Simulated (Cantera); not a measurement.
Input: 1 mol BN, 1.6 mol F₂, 4.1 mol H₂, equilibrated at 1.80 Pa.

Method: chemical equilibrium by Gibbs-energy minimisation in Cantera with the NASA 1993 tables (ideal gas, pure condensed phases). Candidate condensed phases: B, BN; 31 gas species. The tables' values for BF₂ are old estimates; treat these amounts as uncertain. Rates play no part. All values below are at 1175 K.

Base state: H₂ 0.701, BF₃ 0.175, N₂ 0.0877, HF 0.0354, BHF₂ 0.000176, BF₂ 0.000132, H 2.42e-5 (mole fractions); condensed: gas only.

What changes in the equilibrium state with this change: F₂ from 1.6 to 3.9 mol?


| species | before | after |
|---|---|---|
| HF | 0.0354 | 0.600 |
| H₂ | 0.701 | 0.212 |
| BF₃ | 0.175 | 0.125 |
| N₂ | 0.0877 | 0.0625 |
| BHF₂ | 0.000176 | 2.24e-6 |
| BF₂ | 0.000132 | 3.05e-6 |
| H | 2.42e-5 | 1.33e-5 |

What changes in the equilibrium state with this change: F₂ from 1.6 to 12 mol?


| species | before | after |
|---|---|---|
| F | <1e-9 | 0.569 |
| HF | 0.0354 | 0.364 |
| BF₃ | 0.175 | 0.0444 |
| H₂ | 0.701 | <1e-9 |
| N₂ | 0.0877 | 0.0222 |
| BHF₂ | 0.000176 | <1e-9 |
| BF₂ | 0.000132 | <1e-9 |
